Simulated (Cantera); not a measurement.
Formation from one mole of O2

Source: NASA polynomial tables (part measured, part estimated), evaluated in Cantera. Values are per mole of reaction as written; species without (g) are pure solids or liquids, kept so even where they would boil at 1 bar.

C + O2(g) = CO2(g)

| T (K) | ΔH° (kJ) | ΔS° (J/K) | ΔG° (kJ) | log10 K |
|---|---|---|---|---|
| 300 | -393.5 | 2.9 | -394.4 | 68.67 |
| 1825 | -396.4 | 0.0 | -396.3 | 11.34 |
| 1975 | -396.8 | -0.2 | -396.3 | 10.48 |
| 2125 | -397.2 | -0.4 | -396.2 | 9.74 |
| 2275 | -397.6 | -0.6 | -396.2 | 9.10 |
| 2425 | -398.0 | -0.8 | -396.0 | 8.53 |
| 2575 | -398.5 | -1.0 | -395.9 | 8.03 |
| 2725 | -399.1 | -1.2 | -395.7 | 7.59 |

0.6667 Cr + O2(g) = 0.6667 CrO3(g)

```json
[
 {"T (K)": "300", "ΔH° (kJ)": "-195.3", "ΔS° (J/K)": "-43.5", "ΔG° (kJ)": "-182.2", "log10 K": "31.73", "condensed phases": "Cr(s)"},
 {"T (K)": "1825", "ΔH° (kJ)": "-204.7", "ΔS° (J/K)": "-52.6", "ΔG° (kJ)": "-108.7", "log10 K": "3.11", "condensed phases": "Cr(s)"},
 {"T (K)": "1975", "ΔH° (kJ)": "-207.2", "ΔS° (J/K)": "-53.9", "ΔG° (kJ)": "-100.7", "log10 K": "2.66", "condensed phases": "Cr(s)"},
 {"T (K)": "2125", "ΔH° (kJ)": "-210.0", "ΔS° (J/K)": "-55.3", "ΔG° (kJ)": "-92.5", "log10 K": "2.27", "condensed phases": "Cr(s)"},
 {"T (K)": "2275", "ΔH° (kJ)": "-225.2", "ΔS° (J/K)": "-62.4", "ΔG° (kJ)": "-83.2", "log10 K": "1.91", "condensed phases": "Cr(l)"},
 {"T (K)": "2425", "ΔH° (kJ)": "-226.7", "ΔS° (J/K)": "-63.0", "ΔG° (kJ)": "-73.8", "log10 K": "1.59", "condensed phases": "Cr(l)"},
 {"T (K)": "2575", "ΔH° (kJ)": "-228.2", "ΔS° (J/K)": "-63.6", "ΔG° (kJ)": "-64.3", "log10 K": "1.30", "condensed phases": "Cr(l)"},
 {"T (K)": "2725", "ΔH° (kJ)": "-229.8", "ΔS° (J/K)": "-64.2", "ΔG° (kJ)": "-54.7", "log10 K": "1.05", "condensed phases": "Cr(l)"}
]
```

2 B + O2(g) = B2O2(g)

```json
[
 {"T (K)": "300", "ΔH° (kJ)": "-456.0", "ΔS° (J/K)": "25.8", "ΔG° (kJ)": "-463.8", "log10 K": "80.75", "condensed phases": "B(s)"},
 {"T (K)": "1825", "ΔH° (kJ)": "-465.7", "ΔS° (J/K)": "18.1", "ΔG° (kJ)": "-498.8", "log10 K": "14.28", "condensed phases": "B(s)"},
 {"T (K)": "1975", "ΔH° (kJ)": "-467.5", "ΔS° (J/K)": "17.2", "ΔG° (kJ)": "-501.4", "log10 K": "13.26", "condensed phases": "B(s)"},
 {"T (K)": "2125", "ΔH° (kJ)": "-469.4", "ΔS° (J/K)": "16.2", "ΔG° (kJ)": "-503.9", "log10 K": "12.39", "condensed phases": "B(s)"},
 {"T (K)": "2275", "ΔH° (kJ)": "-471.4", "ΔS° (J/K)": "15.3", "ΔG° (kJ)": "-506.3", "log10 K": "11.62", "condensed phases": "B(s)"},
 {"T (K)": "2425", "ΔH° (kJ)": "-574.2", "ΔS° (J/K)": "-28.4", "ΔG° (kJ)": "-505.3", "log10 K": "10.88", "condensed phases": "B(l)"},
 {"T (K)": "2575", "ΔH° (kJ)": "-576.8", "ΔS° (J/K)": "-29.4", "ΔG° (kJ)": "-501.0", "log10 K": "10.16", "condensed phases": "B(l)"},
 {"T (K)": "2725", "ΔH° (kJ)": "-579.3", "ΔS° (J/K)": "-30.4", "ΔG° (kJ)": "-496.5", "log10 K": "9.52", "condensed phases": "B(l)"}
]
```

V + O2(g) = VO2(g)

| T (K) | ΔH° (kJ) | ΔS° (J/K) | ΔG° (kJ) | log10 K | condensed phases |
|---|---|---|---|---|---|
| 300 | -232.7 | 31.1 | -242.0 | 42.13 | V(s) |
| 1825 | -249.5 | 13.3 | -273.7 | 7.83 | V(s) |
| 1975 | -252.4 | 11.7 | -275.6 | 7.29 | V(s) |
| 2125 | -255.8 | 10.1 | -277.2 | 6.81 | V(s) |
| 2275 | -282.4 | -2.1 | -277.7 | 6.38 | V(l) |
| 2425 | -286.5 | -3.8 | -277.3 | 5.97 | V(l) |
| 2575 | -290.6 | -5.4 | -276.6 | 5.61 | V(l) |
| 2725 | -294.8 | -7.0 | -275.7 | 5.28 | V(l) |
